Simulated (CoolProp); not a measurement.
Saturation properties of propyne.

Values from CoolProp's reference Helmholtz-energy equation of state, Polt 1992. This equation is an older, rougher fit; its heat capacities, sound speeds and derivatives of the liquid may be far off and weren't checked against measurements.

```json
[
 {"T (K)": "303.2", "p (kPa)": "672.3", "liquid density (kg/m³)": "603.1", "surface tension (mN/m)": "10.7"},
 {"T (K)": "313", "p (kPa)": "876.6", "liquid density (kg/m³)": "586.8", "surface tension (mN/m)": "9.47"},
 {"T (K)": "322.8", "p (kPa)": "1125", "liquid density (kg/m³)": "570.0", "surface tension (mN/m)": "8.23"},
 {"T (K)": "332.6", "p (kPa)": "1425", "liquid density (kg/m³)": "552.3", "surface tension (mN/m)": "7.02"},
 {"T (K)": "342.4", "p (kPa)": "1781", "liquid density (kg/m³)": "533.4", "surface tension (mN/m)": "5.85"},
 {"T (K)": "352.2", "p (kPa)": "2200", "liquid density (kg/m³)": "513.0", "surface tension (mN/m)": "4.72"},
 {"T (K)": "362", "p (kPa)": "2689", "liquid density (kg/m³)": "490.4", "surface tension (mN/m)": "3.63"},
 {"T (K)": "371.9", "p (kPa)": "3262", "liquid density (kg/m³)": "464.4", "surface tension (mN/m)": "2.59"}
]
```

Surface tension comes from a separate correlation (Mulero 2012).
